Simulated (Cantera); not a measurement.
Cantera with NASA thermochemical tables; ideal gases at 1 bar, condensed phases pure. Values are per mole of reaction as written; species without (g) are pure solids or liquids, kept so even where they would boil at 1 bar. VN: taken at fixed stoichiometry.

4 V + 3 H₂O₂(g) ⇌ 6 H(g) + 2 V₂O₃, with ΔH° = -720.5 kJ and ΔS° = 66.0 J/K at 300 K.

Question: How far is the shortcut ΔG° ≈ ΔH°(300 K) − T·ΔS°(300 K) from the full temperature-dependent value at 475, 525, 575, 625, 675 K?

Answer: 
| T (K) | shortcut (kJ) | full (kJ) | difference (kJ) | difference in log10 K |
|---|---|---|---|---|
| 475 | -751.8 | -756.7 | 4.9 | -0.53 |
| 525 | -755.1 | -762.9 | 7.7 | -0.77 |
| 575 | -758.4 | -769.6 | 11.2 | -1.01 |
| 625 | -761.7 | -776.8 | 15.1 | -1.26 |
| 675 | -765.0 | -784.4 | 19.4 | -1.50 |
The shortcut ignores the heat-capacity change of the reaction.
